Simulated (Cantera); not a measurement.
What does this Cantera script print?

```python
import numpy as np
import cantera as ct

gas = ct.Solution("gri30.yaml")


def delay(T, t_max=10):
    gas.TPX = T, 1000000, {'CH4': 1, 'O2': 2.06, 'N2': 7.75}
    reactor = ct.IdealGasReactor(gas, clone=False)
    net = ct.ReactorNet([reactor])
    net.rtol, net.atol = 1e-8, 1e-16
    while net.time < t_max:
        t_old, T_old = net.time, reactor.T
        net.step()
        if reactor.T > T + 400:  # ignition: a rise of 400 K
            return t_old + (T + 400 - T_old) / (reactor.T - T_old) * (net.time - t_old)
    return np.nan


taus = []
for T in [1275, 1375, 1475, 1575, 1675, 1775]:
    taus.append(delay(T))
    print(f"T0 = {T:6g} K   tau = {taus[-1]:.4e} s")
```

Result:

```
T0 =   1275 K   tau = 1.8164e-03 s
T0 =   1375 K   tau = 6.0243e-04 s
T0 =   1475 K   tau = 2.1901e-04 s
T0 =   1575 K   tau = 8.6528e-05 s
T0 =   1675 K   tau = 3.7204e-05 s
T0 =   1775 K   tau = 1.7500e-05 s
```

Cantera simulation using GRI-Mech 3.0 (53 species, 325 reactions); the numbers are that mechanism's predictions, not measurements.
